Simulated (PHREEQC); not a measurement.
Make-up at 25 °C: 0.071 mol/kgw LiCl and 0.11 mol/kgw K2SO4. Closed to the air; pH follows from the charge balance.

All values are PHREEQC results (ion-association model, phreeqc.dat), not measurements.

- ionic strength: 0.341 mol/kgw
- activity of water: 0.992
- specific conductance: 24300 µS/cm
- density: 1.014 g/cm³

```json
[
 {"species": "K+", "molality": "0.195", "activity": "0.131", "log γ": "-0.173"},
 {"species": "SO4-2", "molality": "0.0798", "activity": "0.0191", "log γ": "-0.622"},
 {"species": "Cl-", "molality": "0.0710", "activity": "0.0480", "log γ": "-0.170"},
 {"species": "Li+", "molality": "0.0654", "activity": "0.0475", "log γ": "-0.138"},
 {"species": "KSO4-", "molality": "0.0246", "activity": "0.0176", "log γ": "-0.146"},
 {"species": "LiSO4-", "molality": "0.00562", "activity": "0.00396", "log γ": "-0.152"},
 {"species": "OH-", "molality": "2.41e-7", "activity": "1.60e-7", "log γ": "-0.178"},
 {"species": "HSO4-", "molality": "1.60e-7", "activity": "1.17e-7", "log γ": "-0.136"},
 {"species": "H+", "molality": "8.09e-8", "activity": "6.30e-8", "log γ": "-0.109"}
]
```

This is a speciation only: nothing precipitates in the calculation.
